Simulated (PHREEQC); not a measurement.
1 kg of water holding 0.29 mol/kgw Na2CO3, 0.13 mol/kgw NaOH and 0.56 mol/kgw NaCl is evaporated at 25 °C; the solids stay in contact with the brine. No CO2 enters from the air. Solids allowed: Halite, Nahcolite, Natron, Trona. Others were left out.

The numbers come from PHREEQC with the Pitzer model, pitzer.dat.

Question: Predict ionic strength, Na in solution (mol/kgw), Cl in solution (mol/kgw) at water left (kg) = 0.4563, 0.3082.

Answer: 
```tsv
water left (kg)	ionic strength	Na in solution (mol/kgw)	Cl in solution (mol/kgw)
0.4563	3.42	2.78	1.23
0.3082	5.06	4.12	1.82
```
